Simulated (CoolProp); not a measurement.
Water at 298.15 K and 1.09 MPa flows at 0.4 m/s in a round tube of 1 mm bore and 15 µm roughness, fully developed (64/Re and Nu = 3.66 if laminar; Colebrook and Gnielinski if turbulent). Each further row changes one setting.

Values from CoolProp's reference Helmholtz-energy equation of state, Wagner 2002.

```tsv
case	Reynolds number	Darcy friction factor	pressure drop (Pa/m)	heat-transfer coefficient (W/(m² K))	mass flow (kg/h)
as stated	448	0.143	11400	2220	1.13
velocity 0.8 m/s	897	0.0714	22800	2220	2.26
diameter 2 mm	897	0.0714	2850	1110	4.51
```

Viscosity comes from a separate model (Huber 2009). Thermal conductivity comes from a separate model (Huber 2012).
